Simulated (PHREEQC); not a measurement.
0.5 mol of Gypsum (CaSO4:2H2O) is brought to equilibrium with 1 kg of water holding 7.7 mmol/kgw HCl, at several temperatures. Oxygen alone is held at its pressure in air (log pO2 = -0.68). CO2 from the air is kept out. Only these solids could form: Gypsum.

All values are PHREEQC results (ion-association model, phreeqc.dat), not measurements.

| T (°C) | pH | dissolved Ca (mol/kgw) | dissolved S (mol/kgw) | HSO4- (mol/kgw) |
|---|---|---|---|---|
| 0 | 2.29 | 0.0146 | 0.0146 | 0.00166 |
| 6.7 | 2.31 | 0.0155 | 0.0155 | 0.00183 |
| 13.3 | 2.32 | 0.0162 | 0.0162 | 0.00202 |
| 20 | 2.34 | 0.0168 | 0.0168 | 0.00222 |
| 26.7 | 2.36 | 0.0173 | 0.0173 | 0.00243 |
| 33.3 | 2.38 | 0.0176 | 0.0176 | 0.00265 |
| 40 | 2.41 | 0.0178 | 0.0178 | 0.00288 |
| 46.7 | 2.43 | 0.0179 | 0.0179 | 0.00312 |
| 53.3 | 2.46 | 0.0179 | 0.0179 | 0.00336 |
| 60 | 2.49 | 0.0178 | 0.0178 | 0.00361 |
| 66.7 | 2.52 | 0.0176 | 0.0176 | 0.00386 |
| 73.3 | 2.55 | 0.0174 | 0.0174 | 0.00410 |
| 80 | 2.59 | 0.0170 | 0.0170 | 0.00434 |
| 86.7 | 2.62 | 0.0167 | 0.0167 | 0.00457 |
| 93.3 | 2.66 | 0.0163 | 0.0163 | 0.00479 |
| 100 | 2.70 | 0.0158 | 0.0158 | 0.00501 |

Species that the database lacks are ignored. Constants without temperature data keep their 25 °C values here. Outside its range of stability a hydrate's values are those of a metastable solid.
